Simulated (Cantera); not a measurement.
Mixture: CH4 : O2 : N2 = 1 : 2.82 : 10.6 (molar parts), equivalence ratio 0.71, at 0.590 bar, adiabatic and at constant volume. Ignition delay is the time to a rise of 400 K.

Cantera simulation using GRI-Mech 3.0 (53 species, 325 reactions); the numbers are that mechanism's predictions, not measurements.

Predict: delay at 1125 K; delay at 1225 K; delay at 1325 K; delay at 1425 K; delay at 1525 K; delay at 1625 K; apparent activation energy between 1425 and 1625 K.


```
Quantity                                                Result
--------------------------------------------------  ----------
delay at 1125 K                                        0.181 s
delay at 1225 K                                        39.5 ms
delay at 1325 K                                        10.3 ms
delay at 1425 K                                        3.19 ms
delay at 1525 K                                        1.20 ms
delay at 1625 K                                       0.531 ms
apparent activation energy between 1425 and 1625 K  170 kJ/mol
```
